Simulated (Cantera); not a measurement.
Input: 1 mol K₂SO₄, 0.5 mol H₂O, 9.8 mol CO₂, held at 6.60 bar.

Equilibrium computed with Cantera from the NASA thermochemical tables; the gas is ideal and each condensed phase is pure. Candidate condensed phases: C, C₆H₆, C₇H₈, C₈H₁₈, H₂O, H₂SO₄, K, KOH, KO₂, K₂CO₃, K₂O, K₂O₂, K₂S, K₂SO₄, S; 130 gas species. Kinetics and transport are ignored.

Problem. At 1700 K, list the 5 most abundant gas species with their mole fractions, and the condensed phases.

Solution. CO₂ 0.948, H₂O 0.0474, KOH 0.00200, SO₂ 0.00101, O₂ 0.000924. Condensed: K₂SO₄(l).
